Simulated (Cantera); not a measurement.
A perfectly stirred reactor is fed with 0.498 % CO, 1.78 % O2, 3.85 % H2O, 93.9 % N2, at 90.0 Torr; it is held at 1425 K, and followed from long to short residence time.

Model: GRI-Mech 3.0 (53 species, 325 reactions), integrated in Cantera.

x: mole fraction; the columns are a selection and need not sum to one.

```tsv
τ (s)	x CO	x O2	x H2O	x O	x H2O2	x H	x NO
3.3	3.60e-5	0.0154	0.0384	3.37e-5	8.26e-9	8.53e-6	3.47e-7
1.7	?	0.0154	0.0384	?	?	?	?
0.84	8.89e-5	0.0154	0.0383	8.08e-5	1.56e-8	3.15e-5	2.51e-7
0.43	0.000138	0.0154	0.0382	0.000122	2.06e-8	5.84e-5	2.22e-7
0.22	0.000213	0.0154	0.0381	0.000181	2.65e-8	0.000105	2.07e-7
0.11	0.000332	0.0155	0.0379	0.000265	3.32e-8	0.000185	2.00e-7
0.056	0.000511	0.0156	0.0377	0.000366	3.98e-8	0.000297	1.89e-7
0.028	0.000795	0.0157	0.0374	0.000476	4.55e-8	0.000435	1.62e-7
0.014	0.00124	0.0160	0.0373	0.000559	4.88e-8	0.000544	1.13e-7
0.0073	0.00187	0.0163	0.0373	0.000570	4.83e-8	0.000551	5.93e-8
0.0037	?	0.0167	0.0375	?	?	?	?
```

What belongs in the gaps?


- 1.7, x CO: 5.59e-5
- 1.7, x O: 5.17e-5
- 1.7, x H2O2: 1.14e-8
- 1.7, x H: 1.62e-5
- 1.7, x NO: 2.96e-7
- 0.0037, x CO: 0.00280
- 0.0037, x O: 0.000472
- 0.0037, x H2O2: 4.22e-8
- 0.0037, x H: 0.000412
- 0.0037, x NO: 1.86e-8
